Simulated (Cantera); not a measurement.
What does this Cantera script print?

```python
import numpy as np
import cantera as ct

gas_names = """
    Cs CsO CsOH Cs2 Cs2O Cs2O2H2 H HO2 H2 H2O H2O2 O OH O2 O3
""".split()
cond_names = """
    Cs(cr) Cs(L) CsOH(a) CsOH(b) CsOH(c) CsOH(L) H2O(s) H2O(L)
""".split()


# ... load() reads the species with a 1 bar reference pressure and builds the phases ...
atoms = {
    'CsOH': {'Cs': 1, 'O': 1, 'H': 1},
    'H2O': {'H': 2, 'O': 1},
    'H2': {'H': 2},
}
top_T = {}  # K; cautious upper limits of use, not melting points


# ... equilibrate(T, P, feed) seeds the gas with the atoms and calls Mixture.equilibrate('TP', solver="vcs", rtol=1e-11, max_steps=5000) ...
results = []
feed = {'CsOH': 1, 'H2O': 2, 'H2': 0.27}  # mol
P = 1900  # Pa
for T in [850, 950, 1050, 1150, 1250, 1350, 1450, 1550, 1650, 1750, 1850, 1950, 2050, 2150]:
    mix = equilibrate(T, P, feed)
    results.append((T, P, feed, dict(zip(mix.species_names, mix.species_moles))))

top = {s: max(r[3][s] / sum(r[3][g] for g in gas_names) for r in results) for s in gas_names}
cols = sorted((s for s in top if top[s] > 0.0001), key=lambda s: -top[s])[:8]
seen = [c for c in cond_names if any(r[3].get(c, 0) > 1e-12 for r in results)]
print("log10 of partial pressures in bar; condensed amounts in mol")
print(f"{'T/K':>10s}" + "".join(f"{s[:9]:>10s}" for s in cols + seen))
for T, P, feed, n in results:
    ng = sum(n[g] for g in gas_names)
    print(f"{T:10.4g}" + "".join(f"{np.log10(max(n[s] / ng * P / 1e5, 1e-99)):10.3f}" for s in cols)
          + "".join(f"{n.get(c, 0):10.4g}" for c in seen))
```

Output:

```
log10 of partial pressures in bar; condensed amounts in mol
       T/K       H2O      CsOH        Cs   Cs2O2H2        H2        OH        O2         H
       850    -1.896    -2.555    -5.732    -2.749    -2.766   -14.449   -22.937   -12.071
       950    -1.924    -2.297    -4.891    -3.356    -2.796   -12.613   -19.735   -10.653
      1050    -1.932    -2.248    -4.385    -4.168    -2.809   -11.114   -17.129    -9.495
      1150    -1.932    -2.246    -4.014    -4.914    -2.819    -9.868   -14.960    -8.537
      1250    -1.930    -2.253    -3.720    -5.558    -2.834    -8.815   -13.116    -7.733
      1350    -1.926    -2.265    -3.484    -6.118    -2.857    -7.910   -11.520    -7.051
      1450    -1.922    -2.282    -3.295    -6.612    -2.888    -7.122   -10.115    -6.468
      1550    -1.917    -2.302    -3.146    -7.053    -2.927    -6.428    -8.862    -5.965
      1650    -1.911    -2.325    -3.028    -7.449    -2.974    -5.811    -7.734    -5.529
      1750    -1.906    -2.350    -2.935    -7.808    -3.027    -5.258    -6.711    -5.147
      1850    -1.901    -2.375    -2.860    -8.135    -3.084    -4.760    -5.779    -4.810
      1950    -1.899    -2.403    -2.797    -8.436    -3.134    -4.314    -4.946    -4.508
      2050    -1.901    -2.440    -2.734    -8.731    -3.152    -3.930    -4.257    -4.220
      2150    -1.910    -2.497    -2.662    -9.046    -3.105    -3.621    -3.774    -3.927
```

Method: chemical equilibrium by Gibbs-energy minimisation in Cantera with the NASA 1993 tables (ideal gas, pure condensed phases).
